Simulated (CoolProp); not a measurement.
A simple Rankine cycle with tetrahydrofuran: condensing at 321.15 K, boiler at 0.395 MPa, turbine inlet 538.1 K, turbine efficiency 0.75, pump efficiency 0.6, no recuperator. Each further row changes one setting.

Values from CoolProp's reference Helmholtz-energy equation of state, Fiedler 2023.

```tsv
case	thermal efficiency (%)	net work (kJ/kg)	heat in (kJ/kg)	turbine exit temperature (K)	volume ratio over the turbine
as stated	11.0	84.9	770	490.7	6.75
condensing temperature 313.15 K	12.4	97.1	784	483.8	9.02
boiler pressure 0.276 MPa	9.2	70.7	772	499.5	4.76
turbine efficiency 0.65	9.5	73.5	770	497.0	6.84
```
